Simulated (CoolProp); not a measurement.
Vapour-liquid equilibrium of CHF3 (R23) (1) + CH2F2 (R32) (2) at 182.1 K; x and y are mole fractions of (1).

Computed with CoolProp (multi-fluid Helmholtz-energy mixture model, Penoncello 2003 and Tillner-Roth 1997; pair parameters Bell 2016).

| x | bubble pressure, mixture model (MPa) | bubble pressure, Raoult's law (MPa) | y, mixture model | y, Raoult's law |
|---|---|---|---|---|
| 0.05 | 0.01078 | 0.01067 | 0.279 | 0.273 |
| 0.2 | 0.01860 | 0.01819 | 0.645 | 0.641 |
| 0.35 | 0.02629 | 0.02572 | 0.794 | 0.794 |
| 0.5 | 0.03381 | 0.03324 | 0.875 | 0.877 |
| 0.65 | 0.04118 | 0.04077 | 0.926 | 0.930 |
| 0.8 | 0.04847 | 0.04829 | 0.963 | 0.966 |
| 0.95 | 0.05582 | 0.05582 | 0.992 | 0.993 |

The largest gap from Raoult's law is +2.2 % in bubble pressure, at x = 0.35. No azeotrope shows between x = 0.05 and 0.95.

Pair parameters are fitted to limited data, so mixtures are less certain than the pure fluids.
